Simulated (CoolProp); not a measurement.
Hydrogen chloride at 298.15 K and 17.7 MPa is throttled through a valve to 0.561 MPa with no heat exchange. Each further row changes one setting.

Computed with CoolProp (reference Helmholtz-energy equation of state, Thol 2018).

| case | temperature change (K) | final phase | final density (kg/m³) |
|---|---|---|---|
| as stated | ? | ? | ? |
| outlet pressure 0.168 MPa | ? | two-phase, vapour fraction 0.415 | 9.33 |
| outlet pressure 0.729 MPa | ? | ? | ? |

Task: Complete the blanks.

Result: 
- as stated, temperature change (K): -73.4
- as stated, final phase: two-phase, vapour fraction 0.335
- as stated, final density (kg/m³): 35.2
- outlet pressure 0.168 MPa, temperature change (K): -100.6
- outlet pressure 0.729 MPa, temperature change (K): -66.4
- outlet pressure 0.729 MPa, final phase: two-phase, vapour fraction 0.313
- outlet pressure 0.729 MPa, final density (kg/m³): 48.0
